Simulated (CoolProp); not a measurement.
R143a at 250.67 K and 19.2 MPa flows at 0.091 m/s in a round tube of 10 mm bore and 15 µm roughness, fully developed (64/Re and Nu = 3.66 if laminar; Colebrook and Gnielinski if turbulent). Each further row changes one setting.

Computed with CoolProp (reference Helmholtz-energy equation of state, Lemmon and Jacobsen 2000).

| case | Reynolds number | Darcy friction factor | pressure drop (Pa/m) | heat-transfer coefficient (W/(m² K)) | mass flow (kg/h) |
|---|---|---|---|---|---|
| as stated | 5250 | 0.0386 | 18.4 | 302 | 29.7 |
| velocity 0.182 m/s | 10500 | 0.0328 | 62.5 | 593 | 59.3 |
| diameter 20 mm | 10500 | 0.0316 | 7.55 | 289 | 119 |

Viscosity comes from a separate model (Klein 1997), an estimate that may be off by 10 % or more. Thermal conductivity comes from a separate model (McLinden 2000), an estimate that may be off by 10 % or more.
